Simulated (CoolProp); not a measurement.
Vapour-liquid equilibrium of R125 (1) + R227EA (2) at 451 kPa; x and y are mole fractions of (1).

Values from CoolProp's multi-fluid Helmholtz-energy mixture model, Lemmon 2005 and Lemmon 2016; pair parameters Bell 2016.

Q: Give the bubble temperature and the first vapour's composition at x = 0.45, 0.55, 0.75. Is there an azeotrope?

A: x = 0.45: 276.8 K, y = 0.701; x = 0.55: 273.4 K, y = 0.781; x = 0.75: 267.4 K, y = 0.900. No azeotrope shows between x = 0.05 and 0.95.

Pair parameters are fitted to limited data, so mixtures are less certain than the pure fluids.
